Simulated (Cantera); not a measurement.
Standard-state values (1 bar) from the NASA 1993 polynomials, evaluated with Cantera. Values are per mole of reaction as written; species without (g) are pure solids or liquids, kept so even where they would boil at 1 bar.

KCl ⇌ K + Cl(g), with ΔH° = 558.0 kJ and ΔS° = 147.3 J/K at 300 K.

**Question.** How far is the shortcut ΔG° ≈ ΔH°(300 K) − T·ΔS°(300 K) from the full temperature-dependent value at 500, 650, 800, 950, 1100, 1250, 1400 K?

**Answer.** 
```tsv
T (K)	shortcut (kJ)	full (kJ)	difference (kJ)	difference in log10 K	condensed phases
500	484.3	483.2	1.2	-0.12	KCl(s), K(l)
650	462.2	460.0	2.2	-0.18	KCl(s), K(l)
800	440.1	437.0	3.1	-0.20	KCl(s), K(l)
950	418.1	414.3	3.8	-0.21	KCl(s), K(l)
1100	396.0	393.2	2.7	-0.13	KCl(l), K(l)
1250	373.9	374.9	-1.0	0.04	KCl(l), K(l)
1400	351.8	356.9	-5.1	0.19	KCl(l), K(l)
```
The shortcut ignores heat capacities and the phase changes listed.
